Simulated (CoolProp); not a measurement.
Properties of n-hexane at several states.

Values from CoolProp's reference Helmholtz-energy equation of state, Thol 2019.

```csv
T (°C),p (kPa),phase,cp (kJ/(kg K)),cv (kJ/(kg K)),speed of sound (m/s),conductivity (mW/(m K)),Prandtl number
60.55,14.4,gas,1.827,1.727,183.2,16.9,0.758
-44.15,50.9,liquid,2.042,1.558,1403,144,9.72
169.15,2730,liquid,3.046,2.336,489.6,87.8,3.24
-0.75,752,liquid,2.171,1.670,1201,129,6.63
```

Viscosity comes from a separate model (Michailidou 2013). Thermal conductivity comes from a separate model (Assael 2013).
